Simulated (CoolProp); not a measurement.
Properties of carbonyl sulfide along the isobar 0.349 MPa (Tc = 378.8 K, pc = 6.369 MPa, ω = 0.098).

Values from CoolProp's reference Helmholtz-energy equation of state, Lemmon 2006. It is a short technical equation, of lower accuracy than the large ones.

| T (K) | phase | Z | cp (kJ/(kg K)) | cv (kJ/(kg K)) |
|---|---|---|---|---|
| 285 | gas | 0.9544 | 0.7262 | 0.5582 |
| 305 | gas | ___ | 0.7319 | 0.5706 |
| 325 | gas | 0.9700 | 0.7402 | 0.5835 |
| 345.1 | gas | 0.9752 | 0.7496 | 0.5963 |
| 365.1 | gas | 0.9792 | 0.7594 | 0.6085 |
| 385.2 | gas | 0.9824 | ___ | ___ |
| 405.2 | gas | 0.9850 | 0.7789 | 0.6314 |
| 425.2 | gas | 0.9871 | 0.7883 | 0.6420 |
| 445.3 | gas | 0.9889 | 0.7974 | 0.6520 |
| 465.3 | gas | 0.9904 | ___ | 0.6616 |
| 485.3 | gas | 0.9916 | 0.8145 | ___ |
| 505.4 | gas | 0.9927 | 0.8226 | 0.6793 |
| 525.4 | gas | 0.9936 | 0.8303 | 0.6875 |
| 545.5 | gas | 0.9944 | 0.8378 | 0.6954 |

Complete the blanks.


- 305, Z: 0.9633
- 385.2, cp (kJ/(kg K)): 0.7693
- 385.2, cv (kJ/(kg K)): 0.6203
- 465.3, cp (kJ/(kg K)): 0.8061
- 485.3, cv (kJ/(kg K)): 0.6706
